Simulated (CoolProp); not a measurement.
Aqueous potassium acetate as a coolant, 23 % by mass, freezing at -14.0 °C, 1 atm.

The numbers come from the Melinder's fits for secondary coolants in CoolProp.

| T (°C) | viscosity (mPa s) | cp (kJ/(kg K)) | conductivity (W/(m K)) | density (kg/m³) |
|---|---|---|---|---|
| -12.1 | 5.16 | 3.372 | 0.478 | (withheld) |
| -6.6 | (withheld) | 3.382 | 0.485 | 1127 |
| -1.1 | 3.36 | 3.391 | 0.493 | 1125 |
| 4.5 | 2.79 | 3.401 | 0.501 | 1123 |
| 10 | 2.36 | 3.410 | 0.508 | (withheld) |
| 15.5 | 2.03 | 3.419 | 0.516 | 1120 |
| 21 | 1.77 | 3.428 | 0.523 | 1117 |
| 26.6 | 1.56 | 3.438 | 0.531 | 1115 |
| 32.1 | 1.39 | (withheld) | 0.539 | 1113 |
| 37.6 | 1.25 | 3.455 | 0.546 | 1110 |

Question: Some entries are withheld; supply them.

Answer: 
- -12.1, density (kg/m³): 1128
- -6.6, viscosity (mPa s): 4.12
- 10, density (kg/m³): 1122
- 32.1, cp (kJ/(kg K)): 3.446
